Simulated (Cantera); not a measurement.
# Boron, boron nitride and boron oxide: BF₃ + N₂

Input: 1 mol BF₃, 0.32 mol N₂, equilibrated at 1.33 mbar.

Method: chemical equilibrium by Gibbs-energy minimisation in Cantera with the NASA 1993 tables (ideal gas, pure condensed phases). Candidate condensed phases: B, BN; 13 gas species. The tables' values for BF₂ are old estimates; treat these amounts as uncertain. The numbers say what is thermodynamically allowed, not how fast it happens.

From 1473 K to 2273 K nothing is condensed. The main B-bearing gas is BF₃ throughout.

```
T (K)  x BF₃   x N₂       x F     x BF₂
-----  -----  -----  --------  --------
1473   0.758  0.242   2.40e-6   2.40e-6
1573   0.758  0.242   1.23e-5   1.22e-5
1673   0.757  0.242   5.14e-5   5.14e-5
1773   0.757  0.242  0.000183  0.000183
1873   0.757  0.242  0.000570  0.000570
1973   0.755  0.242   0.00158   0.00158
2073   0.751  0.241   0.00397   0.00394
2173   0.742  0.240   0.00912   0.00901
2273   0.724  0.238    0.0194    0.0190
```
x: gas mole fraction; nothing condenses.
